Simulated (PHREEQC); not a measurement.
Consider water at 50 °C with 0.0011 mol/kgw (NH4)2CO3. Closed to the air; pH follows from the charge balance.

Computed with PHREEQC (ion-association model, wateq4f.dat).

Precipitation was switched off in this run.

Problem. What pH does the model give?

Solution. pH 8.53.

Problem. In which forms is N present?

Solution. NH4+ 52 %, NH3 48 % of the N.

Complexes and solids missing from the database can't appear. Constants without temperature data keep their 25 °C values here.
